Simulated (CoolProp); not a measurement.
A simple Rankine cycle with R1224YDZ: condensing at 331.15 K, boiler at 1.86 MPa, turbine inlet 398.6 K, turbine efficiency 0.65, pump efficiency 0.7, no recuperator. Each further row changes one setting.

The numbers come from the reference Helmholtz-energy equation of state, Akasaka 2023 in CoolProp.

```json
[
 {"case": "as stated", "thermal efficiency (%)": "7.9", "net work (kJ/kg)": "14.5", "heat in (kJ/kg)": "184", "turbine exit temperature (K)": "355.4", "volume ratio over the turbine": "5.53"},
 {"case": "turbine inlet 418.6 K", "thermal efficiency (%)": "7.9", "net work (kJ/kg)": "16.5", "heat in (kJ/kg)": "(withheld)", "turbine exit temperature (K)": "(withheld)", "volume ratio over the turbine": "(withheld)"},
 {"case": "condensing temperature 323.15 K", "thermal efficiency (%)": "8.8", "net work (kJ/kg)": "17.0", "heat in (kJ/kg)": "193", "turbine exit temperature (K)": "350.9", "volume ratio over the turbine": "6.98"},
 {"case": "boiler pressure 1.3 MPa", "thermal efficiency (%)": "6.4", "net work (kJ/kg)": "12.6", "heat in (kJ/kg)": "196", "turbine exit temperature (K)": "371.1", "volume ratio over the turbine": "3.39"},
 {"case": "turbine efficiency 0.55", "thermal efficiency (%)": "6.6", "net work (kJ/kg)": "12.0", "heat in (kJ/kg)": "184", "turbine exit temperature (K)": "358.1", "volume ratio over the turbine": "5.59"}
]
```

What belongs in the gaps?


- turbine inlet 418.6 K, heat in (kJ/kg): 209
- turbine inlet 418.6 K, turbine exit temperature (K): 380.4
- turbine inlet 418.6 K, volume ratio over the turbine: 5.10
